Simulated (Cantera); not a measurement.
Cantera run:

```python
import numpy as np
import cantera as ct

gas_names = [...]  # 115 gases of nasa_gas.yaml made of C, Ca, H, O
cond_names = """
    C(gr) C6H6(L) C7H8(L) C8H18(L),n-octa Ca(a) Ca(b) Ca(L) CaCO3(caL) CaO(s) CaO(L) CaO2H2(s) H2O(s)
    H2O(L)
""".split()


# ... load() reads the species with a 1 bar reference pressure and builds the phases ...
atoms = {
    'CaCO3': {'Ca': 1, 'C': 1, 'O': 3},
    'H2O': {'H': 2, 'O': 1},
    'H2': {'H': 2},
}
top_T = {'C(gr)': 4500}  # K; cautious upper limits of use, not melting points


# ... equilibrate(T, P, feed) seeds the gas with the atoms and calls Mixture.equilibrate('TP', solver="vcs", rtol=1e-11, max_steps=5000) ...
results = []
feed = {'CaCO3': 1, 'H2O': 0.081, 'H2': 0.56}  # mol
P = 10000  # Pa
for T in [1425, 1525, 1625, 1725, 1825, 1925, 2025, 2125]:
    mix = equilibrate(T, P, feed)
    results.append((T, P, feed, dict(zip(mix.species_names, mix.species_moles))))

top = {s: max(r[3][s] / sum(r[3][g] for g in gas_names) for r in results) for s in gas_names}
cols = sorted((s for s in top if top[s] > 1e-05), key=lambda s: -top[s])[:8]
seen = [c for c in cond_names if any(r[3].get(c, 0) > 1e-12 for r in results)]
print("log10 of partial pressures in bar; condensed amounts in mol")
print(f"{'T/K':>10s}" + "".join(f"{s[:9]:>10s}" for s in cols + seen))
for T, P, feed, n in results:
    ng = sum(n[g] for g in gas_names)
    print(f"{T:10.4g}" + "".join(f"{np.log10(max(n[s] / ng * P / 1e5, 1e-99)):10.3f}" for s in cols)
          + "".join(f"{n.get(c, 0):10.4g}" for c in seen))
```

It prints:

```
log10 of partial pressures in bar; condensed amounts in mol
       T/K       CO2       H2O        CO        H2         H        OH        O2    CaO2H2    CaO(s)
      1425    -1.444    -1.524    -1.602    -2.039    -6.186    -7.331   -11.333    -8.271         1
      1525    -1.454    -1.513    -1.589    -2.078    -5.665    -6.608   -10.030    -7.627         1
      1625    -1.462    -1.504    -1.578    -2.113    -5.208    -5.975    -8.887    -7.065         1
      1725    -1.469    -1.497    -1.570    -2.144    -4.803    -5.415    -7.876    -6.571         1
      1825    -1.474    -1.491    -1.563    -2.172    -4.442    -4.916    -6.975    -6.132         1
      1925    -1.479    -1.486    -1.557    -2.198    -4.118    -4.470    -6.168    -5.741         1
      2025    -1.484    -1.483    -1.552    -2.221    -3.826    -4.069    -5.442    -5.391    0.9999
      2125    -1.489    -1.482    -1.548    -2.242    -3.561    -3.707    -4.786    -5.076    0.9998
```

These are equilibrium values from Cantera (NASA tables, ideal gas, pure condensed phases), not measurements of a reactor.
